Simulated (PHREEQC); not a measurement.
Reverse-osmosis permeate: an equilibrium model

A made-up water analysis in mg/kgw, 25 °C, pH 6.4, pe 9.1: Na 1.11; K 0.189; Ca 5.16; Mg 0.427; Cl 2.53; S(6) as SO4 0.657; Alkalinity as HCO3 16.1; B 0.000825; Br 0.0822; Cd 0.012; Si as SiO2 0.0178.

Valence states are taken as typed.

The numbers come from PHREEQC with the ion-association model, phreeqc.dat.

Precipitation was switched off in this run.

Q: Predict the charge-balance error.

A: charge-balance error -0.6 %.

Q: In which forms is S present?

A: SO4-2 98 %, CaSO4 1.8 % of the S.

Complexes and solids missing from the database can't appear.
